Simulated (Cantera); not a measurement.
Input (Python, Cantera):

```python
import numpy as np
import cantera as ct

gas = ct.Solution("gri30.yaml")
gas.TPX = 950, 51000, {'CO': 0.0084, 'O2': 0.082, 'H2O': 0.00041, 'N2': 1}
inlet = ct.Reservoir(gas, clone=True)

reactor = ct.IdealGasConstPressureReactor(gas, energy="off", clone=False)
exhaust = ct.Reservoir(gas, clone=True)
tau = [9.4, 2.9, 0.89, 0.28, 0.085, 0.026, 0.0081, 0.0025, 0.00077][0]
for a, b in ((inlet, reactor), (reactor, exhaust)):
    ct.MassFlowController(a, b, mdot=lambda t: reactor.mass / tau)
net = ct.ReactorNet([reactor])
show = ['CO', 'O2', 'H2O', 'NO', 'H2', 'NO2']

rows = []
print(f"{'tau/s':>10s}{'T/K':>9s}" + "".join(f"{s:>11s}" for s in show))
for tau in [9.4, 2.9, 0.89, 0.28, 0.085, 0.026, 0.0081, 0.0025, 0.00077]:
    net.initial_time = 0.0
    net.advance(30 * tau)
    before = gas.X
    net.advance(40 * tau)
    drift = np.max(np.abs(gas.X - before) / (gas.X + 1e-9))
    rows.append([gas.T, *gas[show].X, drift])
    print(f"{tau:10.3e}{gas.T:9.1f}" + "".join(f"{x:11.3e}" for x in gas[show].X))
```

Result:

```
     tau/s      T/K         CO         O2        H2O         NO         H2        NO2
 9.400e+00    950.0  5.826e-03  7.430e-02  3.748e-04  5.895e-10  8.363e-07  4.057e-10
 2.900e+00    950.0  7.081e-03  7.489e-02  3.747e-04  6.143e-11  6.916e-07  4.225e-11
 8.900e-01    950.0  7.552e-03  7.510e-02  3.752e-04  4.197e-12  2.726e-07  2.884e-12
 2.800e-01    950.0  7.686e-03  7.517e-02  3.757e-04  7.955e-14  1.490e-08  4.292e-14
 8.500e-02    950.0  7.701e-03  7.517e-02  3.759e-04  3.857e-18  1.804e-12  1.187e-20
 2.600e-02    950.0  7.701e-03  7.517e-02  3.759e-04  2.297e-19  1.185e-13  3.174e-23
 8.100e-03    950.0  7.701e-03  7.517e-02  3.759e-04  2.598e-20  1.148e-14  1.805e-25
 2.500e-03    950.0  7.701e-03  7.517e-02  3.759e-04  2.835e-21  1.068e-15  1.027e-27
 7.700e-04    950.0  7.701e-03  7.517e-02  3.759e-04  2.841e-22  8.557e-17  8.251e-30
```

Computed with Cantera and GRI-Mech 3.0 (53 species, 325 reactions).
